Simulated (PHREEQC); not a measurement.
Solution (25 °C): 94 mmol/kgw ZnSO4, 42 mmol/kgw KCl and 1.9 mmol/kgw FeSO4. Closed to the air; pH follows from the charge balance.

All values are PHREEQC results (ion-association model, phreeqc.dat), not measurements.

| Quantity | Result |
|---|---|
| pH | 5.46 |
| ionic strength | 0.242 mol/kgw |
| density | 1.014 g/cm³ |

| species | molality | activity | log γ |
|---|---|---|---|
| Zn+2 | 0.0496 | 0.0138 | -0.555 |
| Cl- | 0.0404 | 0.0283 | -0.154 |
| SO4-2 | 0.0394 | 0.0107 | -0.565 |
| K+ | 0.0392 | 0.0273 | -0.157 |
| ZnSO4 | 0.0328 | 0.0347 | 0.024 |
| Zn(SO4)2-2 | 0.0101 | 0.00302 | -0.525 |
| KSO4- | 0.00280 | 0.00206 | -0.134 |
| ZnCl+ | 0.00150 | 0.00105 | -0.152 |
| Fe+2 | 0.00121 | 0.000373 | -0.510 |
| FeSO4 | 0.000673 | 0.000712 | 0.024 |
| ZnCl2 | 2.95e-5 | 3.12e-5 | 0.024 |
| FeCl+ | 1.97e-5 | 1.46e-5 | -0.131 |
| ZnOH+ | 5.82e-6 | 4.31e-6 | -0.131 |

No solid was allowed to form. Complexes and solids missing from the database can't appear.
